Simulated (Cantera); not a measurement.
A freely propagating, adiabatic, planar premixed flame of CH4 : O2 : N2 : CO2 = 1 : 1.54 : 5.78 : 1.2 (molar parts), equivalence ratio 1.3, unburnt at 523 K and 4.93 atm; mixture-averaged transport, grid criteria slope 0.08 and curve 0.16, no radiation.

Detailed kinetics in Cantera: GRI-Mech 3.0 (53 species, 325 reactions). Burning velocities carry a grid error of a few per cent, more on coarse grids.

Q: How do the results move with these cheaper or finer settings: unity-Lewis-number transport; multicomponent transport; multicomponent+Soret transport; grid criteria slope 0.5, curve 1; grid criteria slope 0.25, curve 0.5; grid criteria slope 0.03, curve 0.06?

A: 
| setting | laminar burning velocity | thermal thickness | peak x(HCO) | peak x(CH2) | grid points |
|---|---|---|---|---|---|
| as above | 10.2 cm/s | 0.436 mm | 1.39e-6 | 6.11e-6 | 135 |
| unity-Lewis-number transport | 8.15 cm/s | 0.509 mm | 1.07e-6 | 5.59e-6 | 134 |
| multicomponent transport | 10.2 cm/s | 0.441 mm | 1.40e-6 | 6.13e-6 | 136 |
| multicomponent+Soret transport | 10.1 cm/s | 0.437 mm | 1.43e-6 | 6.33e-6 | 140 |
| grid criteria slope 0.5, curve 1 | 11.1 cm/s | 0.478 mm | 1.33e-6 | 5.82e-6 | 30 |
| grid criteria slope 0.25, curve 0.5 | 10.4 cm/s | 0.452 mm | 1.36e-6 | 6.00e-6 | 53 |
| grid criteria slope 0.03, curve 0.06 | 9.94 cm/s | 0.433 mm | 1.38e-6 | 6.07e-6 | 304 |
The base run took roughly 6 core-seconds.
Unity Lewis numbers drop preferential diffusion, which matters most where H2 and H carry the flame; Soret adds thermal diffusion.
